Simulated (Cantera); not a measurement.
Thermodynamics of roasting and sulfation, feed MgCO₃ + H₂S + O₂

A closed system holds: 1 mol MgCO₃, 3.6 mol H₂S, 0.049 mol O₂, at 1075 °C and 13.5 Torr.

These are equilibrium values from Cantera (NASA tables, ideal gas, pure condensed phases), not measurements of a reactor. Candidate condensed phases: C, C₆H₆, C₇H₈, C₈H₁₈, H₂O, H₂SO₄, Mg, MgCO₃, MgO, Mg(OH)₂, MgS, MgSO₄, S; 130 gas species. Rates play no part.

The x(H₂) comes out as 0.300. The x(S₂) comes out as 0.223, the x(H₂S) is 0.156 and the x(H₂O) comes out as 0.150. The x(CO) is 0.132, the x(CO₂) is 0.0339 and the x(COS) is 0.00224. The x(SH) is 0.00214. The x(SO₂) comes out as 0.000540, the n(MgO(s)) is 1.00 mol and the gas amount is 5.932 mol. The log10 activity of S(l) (absent) comes out as -2.23, the log10 activity of C(graphite) (absent) is -4.56 and the log10 activity of Mg(l) (absent) is -10.54.
